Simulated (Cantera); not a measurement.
A freely propagating, adiabatic, planar premixed flame of 34.2 % H2, 13.8 % O2, 52.0 % N2, unburnt at 473 K and 100.0 Torr; mixture-averaged transport, grid criteria slope 0.08 and curve 0.16, no radiation.

Computed with Cantera and the H2/O2 subset of GRI-Mech 3.0, which has no nitrogen chemistry. Burning velocities carry a grid error of a few per cent, more on coarse grids.

x: mole fraction of selected species; z is measured from the peak of heat release.

```json
[
 {"z (mm)": "-17.7", "T (K)": "473", "u (m/s)": "4.37", "x H2": "0.342", "x O2": "0.138", "x O": "<1e-8", "x H": "<1e-8", "x HO2": "<1e-8", "x H2O2": "<1e-8"},
 {"z (mm)": "-11.8", "T (K)": "473", "u (m/s)": "4.37", "x H2": "0.342", "x O2": "0.138", "x O": "<1e-8", "x H": "<1e-8", "x HO2": "<1e-8", "x H2O2": "<1e-8"},
 {"z (mm)": "-8.87", "T (K)": "473", "u (m/s)": "4.37", "x H2": "0.342", "x O2": "0.138", "x O": "<1e-8", "x H": "<1e-8", "x HO2": "<1e-8", "x H2O2": "<1e-8"},
 {"z (mm)": "-5.92", "T (K)": "473", "u (m/s)": "4.37", "x H2": "0.342", "x O2": "0.138", "x O": "<1e-8", "x H": "<1e-8", "x HO2": "3.08e-8", "x H2O2": "<1e-8"},
 {"z (mm)": "-2.96", "T (K)": "478", "u (m/s)": "4.41", "x H2": "0.340", "x O2": "0.138", "x O": "3.48e-6", "x H": "9.91e-5", "x HO2": "6.88e-5", "x H2O2": "1.24e-6"},
 {"z (mm)": "-1.48", "T (K)": "646", "u (m/s)": "5.87", "x H2": "0.315", "x O2": "0.134", "x O": "0.000156", "x H": "0.00828", "x HO2": "4.49e-5", "x H2O2": "3.93e-6"},
 {"z (mm)": "0", "T (K)": "1089", "u (m/s)": "9.58", "x H2": "0.172", "x O2": "0.0845", "x O": "0.00645", "x H": "0.0711", "x HO2": "1.44e-5", "x H2O2": "5.42e-7"},
 {"z (mm)": "1.48", "T (K)": "1364", "u (m/s)": "11.9", "x H2": "0.0742", "x O2": "?", "x O": "0.0110", "x H": "0.104", "x HO2": "?", "x H2O2": "?"},
 {"z (mm)": "2.96", "T (K)": "1478", "u (m/s)": "12.8", "x H2": "0.0694", "x O2": "0.0181", "x O": "0.0109", "x H": "0.0964", "x HO2": "2.50e-6", "x H2O2": "5.48e-7"},
 {"z (mm)": "5.92", "T (K)": "1607", "u (m/s)": "13.8", "x H2": "0.0734", "x O2": "0.0158", "x O": "0.0103", "x H": "0.0825", "x HO2": "1.87e-6", "x H2O2": "3.64e-7"},
 {"z (mm)": "11.8", "T (K)": "?", "u (m/s)": "14.8", "x H2": "0.0769", "x O2": "?", "x O": "?", "x H": "?", "x HO2": "?", "x H2O2": "?"},
 {"z (mm)": "23.7", "T (K)": "1907", "u (m/s)": "16.0", "x H2": "0.0789", "x O2": "0.0104", "x O": "0.00712", "x H": "0.0519", "x HO2": "9.47e-7", "x H2O2": "1.03e-7"},
 {"z (mm)": "47.3", "T (K)": "2058", "u (m/s)": "17.0", "x H2": "0.0792", "x O2": "0.00753", "x O": "0.00505", "x H": "0.0381", "x HO2": "6.60e-7", "x H2O2": "5.62e-8"}
]
```

Problem. What belongs in the gaps?

Solution. 
- 1.48, x O2: 0.0249
- 1.48, x HO2: 3.90e-6
- 1.48, x H2O2: 6.53e-7
- 11.8, T (K): 1753
- 11.8, x O2: 0.0132
- 11.8, x O: 0.00897
- 11.8, x H: 0.0671
- 11.8, x HO2: 1.35e-6
- 11.8, x H2O2: 1.99e-7
